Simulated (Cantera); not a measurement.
## Ignition delay

Mixture: 2.48 % C₃H₈, 13.2 % O₂, 84.3 % N₂, equivalence ratio 0.94, at 4.93 atm, adiabatic and at constant volume. Ignition delay is the time to a rise of 400 K.

Model: GRI-Mech 3.0 (53 species, 325 reactions), integrated in Cantera. GRI-Mech 3.0 was tuned for natural gas; its chemistry of propane as a main component is partial and can be far from experiment.

```json
[
 {"T0 (K)": "1098", "delay (ms)": "27.9"},
 {"T0 (K)": "1148", "delay (ms)": "9.98"},
 {"T0 (K)": "1198", "delay (ms)": "3.68"},
 {"T0 (K)": "1248", "delay (ms)": "1.43"},
 {"T0 (K)": "1298", "delay (ms)": "0.592"},
 {"T0 (K)": "1348", "delay (ms)": "0.266"}
]
```

```json
{
 "apparent activation energy between 1248 and 1348 K": "230 kJ/mol"
}
```
